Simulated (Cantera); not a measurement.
# Ti + CO₂ + H₂ (metals in furnace atmospheres)

A closed system holds: 1 mol Ti, 0.13 mol CO₂, 63 mol H₂, held at 0.00133 bar.

Cantera equilibrium calculation (NASA polynomials, part measured and part estimated; ideal gas, pure solids and liquids). Candidate condensed phases: C, C₆H₆, C₇H₈, C₈H₁₈, H₂O, Ti, TiC, TiO, TiO₂, Ti₂O₃, Ti₃O₅, Ti₄O₇; 113 gas species. Mutual solubility and eutectic melting of coexisting phases are not modelled. TiC, TiO: taken at fixed stoichiometry. Condensed phases not in the tables: solid solutions among these carbides, nitrides and lower oxides, N, O or C dissolved in the metal. Equilibrium is a limit: real reactors are often held back by kinetics, nucleation or transport.

From 1000 K to 1150 K the condensed part is Ti(α) + TiC(s) + TiO(s). From 1225 K to 1900 K the condensed part is Ti(β) + TiC(s) + TiO(s). At 1975 K the condensed part is Ti(l) + TiC(s) + TiO(s).

```json
[
 {"T (K)": "1000", "x H₂": "1.00", "x H": "6.22e-8", "x Ti": "<1e-12", "x CO": "<1e-12", "x TiO": "<1e-12", "x H₂O": "<1e-12", "x TiO₂": "<1e-12", "x OH": "<1e-12", "n Ti(α)": "0.610", "n TiC(s)": "0.130", "n TiO(s)": "0.260", "n Ti(β)": "0", "n Ti(l)": "0"},
 {"T (K)": "1075", "x H₂": "1.00", "x H": "4.02e-7", "x Ti": "<1e-12", "x CO": "<1e-12", "x TiO": "<1e-12", "x H₂O": "<1e-12", "x TiO₂": "<1e-12", "x OH": "<1e-12", "n Ti(α)": "0.610", "n TiC(s)": "0.130", "n TiO(s)": "0.260", "n Ti(β)": "0", "n Ti(l)": "0"},
 {"T (K)": "1150", "x H₂": "1.000", "x H": "2.04e-6", "x Ti": "1.04e-11", "x CO": "<1e-12", "x TiO": "<1e-12", "x H₂O": "5.22e-12", "x TiO₂": "<1e-12", "x OH": "<1e-12", "n Ti(α)": "0.610", "n TiC(s)": "0.130", "n TiO(s)": "0.260", "n Ti(β)": "0", "n Ti(l)": "0"},
 {"T (K)": "1225", "x H₂": "1.000", "x H": "8.54e-6", "x Ti": "2.01e-10", "x CO": "<1e-12", "x TiO": "<1e-12", "x H₂O": "3.37e-11", "x TiO₂": "<1e-12", "x OH": "<1e-12", "n Ti(α)": "0", "n TiC(s)": "0.130", "n TiO(s)": "0.260", "n Ti(β)": "0.610", "n Ti(l)": "0"},
 {"T (K)": "1300", "x H₂": "1.000", "x H": "3.03e-5", "x Ti": "2.75e-9", "x CO": "2.33e-12", "x TiO": "5.84e-12", "x H₂O": "1.73e-10", "x TiO₂": "<1e-12", "x OH": "<1e-12", "n Ti(α)": "0", "n TiC(s)": "0.130", "n TiO(s)": "0.260", "n Ti(β)": "0.610", "n Ti(l)": "0"},
 {"T (K)": "1375", "x H₂": "1.000", "x H": "9.38e-5", "x Ti": "2.82e-8", "x CO": "5.02e-11", "x TiO": "1.06e-10", "x H₂O": "7.26e-10", "x TiO₂": "<1e-12", "x OH": "<1e-12", "n Ti(α)": "0", "n TiC(s)": "0.130", "n TiO(s)": "0.260", "n Ti(β)": "0.610", "n Ti(l)": "0"},
 {"T (K)": "1450", "x H₂": "1.000", "x H": "0.000259", "x Ti": "2.27e-7", "x CO": "7.82e-10", "x TiO": "1.41e-9", "x H₂O": "2.61e-9", "x TiO₂": "<1e-12", "x OH": "<1e-12", "n Ti(α)": "0", "n TiC(s)": "0.130", "n TiO(s)": "0.260", "n Ti(β)": "0.610", "n Ti(l)": "0"},
 {"T (K)": "1525", "x H₂": "0.999", "x H": "0.000648", "x Ti": "1.48e-6", "x CO": "9.23e-9", "x TiO": "1.44e-8", "x H₂O": "8.23e-9", "x TiO₂": "<1e-12", "x OH": "<1e-12", "n Ti(α)": "0", "n TiC(s)": "0.130", "n TiO(s)": "0.260", "n Ti(β)": "0.610", "n Ti(l)": "0"},
 {"T (K)": "1600", "x H₂": "0.999", "x H": "0.00149", "x Ti": "8.06e-6", "x CO": "8.59e-8", "x TiO": "1.17e-7", "x H₂O": "2.31e-8", "x TiO₂": "1.03e-12", "x OH": "1.35e-12", "n Ti(α)": "0", "n TiC(s)": "0.130", "n TiO(s)": "0.260", "n Ti(β)": "0.610", "n Ti(l)": "0"},
 {"T (K)": "1675", "x H₂": "0.997", "x H": "0.00317", "x Ti": "3.76e-5", "x CO": "6.51e-7", "x TiO": "7.84e-7", "x H₂O": "5.89e-8", "x TiO₂": "1.22e-11", "x OH": "9.08e-12", "n Ti(α)": "0", "n TiC(s)": "0.130", "n TiO(s)": "0.260", "n Ti(β)": "0.608", "n Ti(l)": "0"},
 {"T (K)": "1750", "x H₂": "0.993", "x H": "0.00635", "x Ti": "0.000154", "x CO": "4.13e-6", "x TiO": "4.43e-6", "x H₂O": "1.38e-7", "x TiO₂": "1.15e-10", "x OH": "5.16e-11", "n Ti(α)": "0", "n TiC(s)": "0.130", "n TiO(s)": "0.259", "n Ti(β)": "0.601", "n Ti(l)": "0"},
 {"T (K)": "1825", "x H₂": "0.987", "x H": "0.0120", "x Ti": "0.000557", "x CO": "2.24e-5", "x TiO": "2.15e-5", "x H₂O": "2.98e-7", "x TiO₂": "8.98e-10", "x OH": "2.53e-10", "n Ti(α)": "0", "n TiC(s)": "0.129", "n TiO(s)": "0.257", "n Ti(β)": "0.578", "n Ti(l)": "0"},
 {"T (K)": "1900", "x H₂": "0.977", "x H": "0.0215", "x Ti": "0.00182", "x CO": "0.000106", "x TiO": "9.18e-5", "x H₂O": "6.01e-7", "x TiO₂": "5.89e-9", "x OH": "1.09e-9", "n Ti(α)": "0", "n TiC(s)": "0.123", "n TiO(s)": "0.247", "n Ti(β)": "0.507", "n Ti(l)": "0"},
 {"T (K)": "1975", "x H₂": "0.957", "x H": "0.0367", "x Ti": "0.00534", "x CO": "0.000457", "x TiO": "0.000348", "x H₂O": "1.15e-6", "x TiO₂": "3.36e-8", "x OH": "4.20e-9", "n Ti(α)": "0", "n TiC(s)": "0.101", "n TiO(s)": "0.208", "n Ti(β)": "0", "n Ti(l)": "0.324"}
]
```
x: gas mole fraction; n: condensed amount in mol.
